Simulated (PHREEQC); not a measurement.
2.5 g of hydrous ferric oxide (600 m²/g; 0.2 weak and 0.005 strong sites per Fe, Dzombak-Morel constants, diffuse double layer) in 1 kg of water with 0.1 mol/kgw of an inert sodium salt and 0.0098 mol/kgw BaCl2, at 25 °C; the pH is set by adding NaOH or the inert anion's acid. Oxygen is held at 0.21 atm. CO2 from the air is kept out. No solid was allowed to form.

Model: ion-association model, wateq4f.dat, run in PHREEQC.

```tsv
pH	Ba sorbed (%)	surface charge σ (C/m²)	surface potential ψ (mV)
3	0.0	0.365	146
3.38	0.0	0.358	145
3.75	0.0	0.344	143
4.12	0.0	0.321	140
4.5	0.0	0.285	134
4.88	0.0	…	125
5.25	0.1	0.199	116
5.62	0.2	0.159	104
6.38	…	0.093	78
6.75	1.2	0.068	65
7.12	1.4	0.047	49
7.5	1.5	…	33
7.88	1.8	0.013	16
8.25	…	0.000	0
8.62	6.3	…	-11
9	12.1	-0.015	-18
```

### Question
What belongs in the gaps?

### Answer

- 4.88, surface charge σ (C/m²): 0.242
- 6.38, Ba sorbed (%): 0.9
- 7.5, surface charge σ (C/m²): 0.029
- 8.25, Ba sorbed (%): 3.0
- 8.62, surface charge σ (C/m²): -0.009

Species that the database lacks are ignored. The oxide is taken as insoluble; below pH 4 it would dissolve.
